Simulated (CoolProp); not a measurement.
Vapour-liquid equilibrium of R114 (1) + n-hexane (2) at 364.5 K; x and y are mole fractions of (1).

Model: multi-fluid Helmholtz-energy mixture model, Platzer 1990 and Thol 2019; pair parameters Bell 2016, in CoolProp. This equation is an older, rougher fit; its heat capacities, sound speeds and derivatives of the liquid may be far off and weren't checked against measurements.

```csv
x,"bubble pressure, mixture model (MPa)","bubble pressure, Raoult's law (MPa)","y, mixture model","y, Raoult's law"
0.05,0.2645,0.2457,0.276,0.242
0.125,0.3601,0.3202,0.490,0.464
0.2,0.4478,0.3947,0.609,0.603
0.275,0.5285,0.4692,0.686,0.697
0.35,0.6033,0.5437,0.741,0.766
0.425,0.6735,0.6182,0.784,0.818
0.5,0.7403,0.6927,0.819,0.858
0.575,0.8049,0.7672,0.849,0.891
0.65,0.8687,0.8417,0.876,0.918
0.725,0.9328,0.9162,0.902,0.941
0.8,0.9984,0.9907,0.928,0.960
0.875,1.067,1.065,0.954,0.977
0.95,1.139,1.140,0.981,0.991
```

The largest gap from Raoult's law is +13.5 % in bubble pressure, at x = 0.2. No azeotrope shows between x = 0.05 and 0.95.

Pair parameters are fitted to limited data, so mixtures are less certain than the pure fluids.
